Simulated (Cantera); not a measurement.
An adiabatic, constant-volume homogeneous reactor starts with H2 : O2 : N2 : H2O = 1 : 0.227 : 0.855 : 0.055 (molar parts), at 1050 K and 22000 Pa. Integrator tolerance rtol = 1e-08.

Cantera simulation using GRI-Mech 3.0 (53 species, 325 reactions); the numbers are that mechanism's predictions, not measurements.

```csv
quantity,before,after
time of steepest temperature rise,0.590 ms,0.129 ms
temperature at 0.600 s,2632 K,2706 K
equilibrium temperature,2632 K,2706 K
x(H2) at 0.600 s,0.269 (gas-phase equilibrium 0.269),0.263 (gas-phase equilibrium 0.263)
x(O2) at 0.600 s,0.000211 (gas-phase equilibrium 0.000211),0.000471 (gas-phase equilibrium 0.000471)
x(H2O) at 0.600 s,0.252 (gas-phase equilibrium 0.252),0.244 (gas-phase equilibrium 0.244)
x(HO2) at 0.600 s,1.50e-7 (gas-phase equilibrium 1.50e-7),3.03e-7 (gas-phase equilibrium 3.03e-7)
x(NO) at 0.600 s,0.000680 (gas-phase equilibrium 0.000680),0.00113 (gas-phase equilibrium 0.00113)
x(H2O2) at 0.600 s,2.40e-8 (gas-phase equilibrium 2.40e-8),3.62e-8 (gas-phase equilibrium 3.62e-8)
```

Task: What was changed between the two runs?
(A) initial temperature 1050 to 1275 K
(B) initial temperature 1050 to 1325 K
(C) initial temperature 1050 to 1398 K
(D) pressure from 22000 Pa to 120000 Pa

Result: B, initial temperature 1050 to 1325 K
